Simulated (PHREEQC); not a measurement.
0.2 mol of Ag3PO4 (Ag3PO4) is brought to equilibrium with 1 kg of water holding 0.063 mol NaHCO3, at 25 °C under several pressures of CO2. O2 is buffered at 0.21 atm. The run lets Ag3PO4, Ag2O, Ag2CO3, Nahcolite, Natron precipitate or redissolve, and no other solid.

Equilibrium calculation in PHREEQC: ion-association model, wateq4f.dat.

```csv
log pCO2 (atm),pH,dissolved Ag (mol/kgw),dissolved P (mol/kgw)
-5,10.44,5.11e-5,0.00973
-4.5,10.13,[?],[?]
-4,[?],6.99e-5,0.0155
-3.5,9.44,[?],0.0170
-3,9.07,[?],0.0169
-2.5,[?],0.000164,0.0156
-2,8.26,0.000236,0.0134
-1.5,7.84,0.000355,0.0112
-1,7.39,0.000557,[?]
-0.5,6.92,0.000918,0.00901
0,6.43,0.00160,0.0107
```

Task: Complete the blanks.

Result: 
- -4.5, dissolved Ag (mol/kgw): 5.81e-5
- -4.5, dissolved P (mol/kgw): 0.0129
- -4, pH: 9.80
- -3.5, dissolved Ag (mol/kgw): 8.88e-5
- -3, dissolved Ag (mol/kgw): 0.000118
- -2.5, pH: 8.67
- -1, dissolved P (mol/kgw): 0.00942

Species that the database lacks are ignored. H3PO4, which wateq4f.dat lacks, is added to it with the constant of phreeqc.dat. The database has no phosphate complexes of Ag.
